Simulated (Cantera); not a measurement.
Mixture: CH₄ : CO : O₂ : N₂ = 1 : 0.72 : 3.52 : 13.2 (molar parts), equivalence ratio 0.67, at 825 Torr, adiabatic and at constant pressure. Ignition delay is the time to a rise of 400 K.

Detailed kinetics in Cantera: GRI-Mech 3.0 (53 species, 325 reactions).

What does this change do: CO 0.72 to 0.27 parts?


| quantity | before | after |
|---|---|---|
| delay at 1098 K | 0.202 s | 0.172 s |
| delay at 1198 K | 39.6 ms | 35.7 ms |
| delay at 1298 K | 9.34 ms | 8.84 ms |
| delay at 1398 K | 2.65 ms | 2.60 ms |
| apparent activation energy between 1348 and 1448 K | 190 kJ/mol | 180 kJ/mol |

What does this change do: pressure from 825 Torr to 2480 Torr?


```tsv
quantity	before	after
delay at 1098 K	0.202 s	76.6 ms
delay at 1198 K	39.6 ms	16.0 ms
delay at 1298 K	9.34 ms	4.02 ms
delay at 1398 K	2.65 ms	1.18 ms
apparent activation energy between 1348 and 1448 K	190 kJ/mol	190 kJ/mol
```

What does this change do: 0.047 parts H2 added?


```csv
quantity,before,after
delay at 1098 K,0.202 s,87.1 ms
delay at 1198 K,39.6 ms,21.9 ms
delay at 1298 K,9.34 ms,6.04 ms
delay at 1398 K,2.65 ms,1.92 ms
apparent activation energy between 1348 and 1448 K,190 kJ/mol,170 kJ/mol
```
